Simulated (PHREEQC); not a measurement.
**Brackish or sea water: speciation**

A made-up water analysis in mmol/kgw, 20 °C, pH 6.76, pe 12.4: Na 300; K 9.4; Ca 8.95; Mg 3.83; Cl 288; S(6) 25.3; Alkalinity (meq/kgw) 0.00012; Ni 0.091.

Cl is adjusted to close the charge balance.
Valence states are taken as typed.

Computed with PHREEQC (ion-association model, wateq4f.dat).

Each row changes one thing in this solution. Precipitation was switched off in this run.

| case | SO4-2 (mol/kgw) | Ca+2 (mol/kgw) | NaSO4- (mol/kgw) | Mg+2 (mol/kgw) | CaSO4 (mol/kgw) | MgSO4 (mol/kgw) | SI of Gypsum (CaSO4:2H2O) | SI of Ni(OH)2 (Ni(OH)2) |
|---|---|---|---|---|---|---|---|---|
| as made | 0.0170 | 0.00746 | 0.00584 | 0.00310 | 0.00149 | 0.000735 | -0.50 | -1.66 |
| Alkalinity from 0.00012 to 0.00036 mmol/kgw | 0.0170 | 0.00746 | 0.00584 | 0.00310 | 0.00149 | 0.000735 | -0.50 | -1.66 |
| pH from 6.76 to 6.46 at the same alkalinity | 0.0170 | 0.00746 | 0.00584 | 0.00310 | 0.00149 | 0.000735 | -0.50 | -2.26 |
